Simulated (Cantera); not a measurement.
A perfectly stirred reactor is fed with CO : H₂ : CH₄ : O₂ : N₂ = 1 : 0.31 : 0.072 : 1.27 : 5.96 (molar parts), at 9750 Torr; it is adiabatic with a 500 K inlet, and is followed from long to short residence time, starting on the burning branch (τ in s: 0.022, 0.012, 0.0068, 0.0038, 0.0021, 0.0012, 0.00064, 0.00036, 0.0002, 0.00011, 6.1e-05, 3.4e-05, 1.9e-05).

Detailed kinetics in Cantera: GRI-Mech 3.0 (53 species, 325 reactions). The pressure lies above the range GRI-Mech 3.0 was tuned for (to about 10 atm).

```tsv
quantity	before	after
blow-out, bracketed by the residence times tried	burning at 0.110 ms, out at 61.0 µs	burning at 0.640 ms, out at 0.360 ms
x(CO) at τ = 22.0 ms	0.000526	0.000709
x(H₂) at τ = 22.0 ms	3.05e-5	2.98e-5
x(CH₄) at τ = 22.0 ms	1.18e-6	3.03e-6
x(HCO) at τ = 22.0 ms	1.12e-9	1.27e-9
x(HO₂) at τ = 22.0 ms	2.00e-6	3.68e-6
x(CO) at τ = 0.640 ms	0.00559	0.0112
x(H₂) at τ = 0.640 ms	0.000267	0.000423
x(CH₄) at τ = 0.640 ms	1.35e-5	4.86e-5
x(HCO) at τ = 0.640 ms	4.10e-8	5.17e-8
x(HO₂) at τ = 0.640 ms	1.59e-5	4.64e-5
```

Task: Which change was made?
A) N2 5.96 to 8.2 parts
B) H2 0.31 to 0.2 parts
C) O2 1.27 to 2 parts
D) inlet temperature 500 to 375 K

Result: A, N2 5.96 to 8.2 parts
